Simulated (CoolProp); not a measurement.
Computed with CoolProp (reference Helmholtz-energy equation of state, Akasaka 2023).

Task: For R1336mzz(E), give the phase and the density (kg/m³), speed of sound (m/s), expansivity (1/kK), fugacity coefficient at 136.85 °C and 5.7 MPa.

Result: 
- 136.85 °C and 5.7 MPa: supercritical; density 906, speed of sound 199, expansivity 7.08, fugacity coefficient 0.405
